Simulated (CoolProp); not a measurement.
Vapour-liquid equilibrium of dimethyl ether (1) + R236EA (2) at -9.05 °C; x and y are mole fractions of (1).

Model: multi-fluid Helmholtz-energy mixture model, Wu 2011 and Rui 2013; pair parameters Bell 2016, in CoolProp.

Question: Give the bubble pressure and the first vapour's composition at x = 0.125, 0.275, 0.875. Is there an azeotrope?

Answer: x = 0.125: 0.05452 MPa, y = 0.168; x = 0.275: 0.06035 MPa, y = 0.405; x = 0.875: 0.1639 MPa, y = 0.986. No azeotrope shows between x = 0.05 and 0.95.

Pair parameters are fitted to limited data, so mixtures are less certain than the pure fluids.
